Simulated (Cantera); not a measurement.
MgO + CH4 + CO (carbothermic reduction)

A closed system holds: 1 mol MgO, 3.4 mol CH4, 0.029 mol CO, at 2.40 mbar.

These are equilibrium values from Cantera (NASA tables, ideal gas, pure condensed phases), not measurements of a reactor. Candidate condensed phases: C, C6H6, C7H8, C8H18, H2O, Mg, MgCO3, MgO, Mg(OH)2; 116 gas species. The tables' values for MgH are old estimates; treat these amounts as uncertain. The numbers say what is thermodynamically allowed, not how fast it happens.

From 1700 K to 2300 K the condensed part is C(graphite). The main Mg-bearing gas is Mg throughout.

```csv
T (K),x H2,x H,x CO,x Mg,n C(graphite)
1700,0.768,0.00264,0.116,0.113,2.40
1750,0.766,0.00416,0.116,0.113,2.40
1800,0.764,0.00639,0.116,0.113,2.40
1850,0.761,0.00960,0.116,0.113,2.40
1900,0.757,0.0141,0.116,0.112,2.39
1950,0.752,0.0203,0.115,0.112,2.39
2000,0.744,0.0286,0.115,0.112,2.39
2050,0.734,0.0397,0.114,0.111,2.39
2100,0.721,0.0540,0.113,0.110,2.38
2150,0.705,0.0723,0.112,0.109,2.37
2200,0.684,0.0951,0.111,0.108,2.37
2250,0.659,0.123,0.109,0.106,2.36
2300,0.629,0.157,0.107,0.104,2.35
```
x: gas mole fraction; n: condensed amount in mol.
